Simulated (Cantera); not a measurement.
An adiabatic, constant-pressure homogeneous reactor starts with H₂ : O₂ : N₂ : H₂O = 1 : 0.208 : 0.783 : 0.42 (molar parts), at 1675 K and 4.40 bar. Integrator tolerance rtol = 1e-08.

Computed with Cantera and GRI-Mech 3.0 (53 species, 325 reactions). The hydrogen kinetics of GRI-Mech 3.0 are dated; newer H2 mechanisms differ, most at raised pressure.

Problem. What does this change do: initial temperature 1675 to 1225 K?

Solution. 
```tsv
quantity	before	after
time of steepest temperature rise	2.59 µs	0.100 ms
temperature at 0.200 s	2687 K	2365 K
equilibrium temperature	2687 K	2365 K
x(H₂) at 0.200 s	0.259 (gas-phase equilibrium 0.259)	0.263 (gas-phase equilibrium 0.263)
x(O₂) at 0.200 s	8.97e-5 (gas-phase equilibrium 8.97e-5)	4.23e-6 (gas-phase equilibrium 4.23e-6)
x(H₂O) at 0.200 s	0.370 (gas-phase equilibrium 0.370)	0.378 (gas-phase equilibrium 0.378)
x(H) at 0.200 s	0.0132 (gas-phase equilibrium 0.0132)	0.00332 (gas-phase equilibrium 0.00332)
x(NO) at 0.200 s	0.000432 (gas-phase equilibrium 0.000432)	5.41e-5 (gas-phase equilibrium 5.41e-5)
x(H₂O₂) at 0.200 s	7.54e-8 (gas-phase equilibrium 7.54e-8)	8.46e-9 (gas-phase equilibrium 8.46e-9)
x(O) at 0.200 s	0.000155 (gas-phase equilibrium 0.000155)	7.09e-6 (gas-phase equilibrium 7.09e-6)
```
